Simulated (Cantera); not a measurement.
An adiabatic, constant-volume homogeneous reactor starts with CH₄ : CO : O₂ : N₂ = 1 : 0.57 : 3.94 : 14.8 (molar parts), equivalence ratio 0.58, at 1525 K and 10.0 bar. Integrator tolerance rtol = 1e-08.

Detailed kinetics in Cantera: GRI-Mech 3.0 (53 species, 325 reactions).

### Question
What does this change do: 2 parts H2 added?

### Answer
```
quantity                                                            before                                    after
---------------------------------  ---------------------------------------  ---------------------------------------
time of steepest temperature rise                                 0.118 ms                                  7.04 µs
temperature at 3.00 s                                               2802 K                                   3065 K
equilibrium temperature                                             2802 K                                   3065 K
x(CH₄) at 3.00 s                     <1e-12 (gas-phase equilibrium <1e-12)    <1e-12 (gas-phase equilibrium <1e-12)
x(CO) at 3.00 s                    0.00915 (gas-phase equilibrium 0.00915)    0.0252 (gas-phase equilibrium 0.0252)
x(O₂) at 3.00 s                      0.0723 (gas-phase equilibrium 0.0723)    0.0317 (gas-phase equilibrium 0.0317)
x(N₂O) at 3.00 s                   4.76e-6 (gas-phase equilibrium 4.76e-6)  4.32e-6 (gas-phase equilibrium 4.32e-6)
x(NO) at 3.00 s                      0.0208 (gas-phase equilibrium 0.0208)    0.0186 (gas-phase equilibrium 0.0186)
```
Above 3000 K some thermodynamic fits are extrapolated.
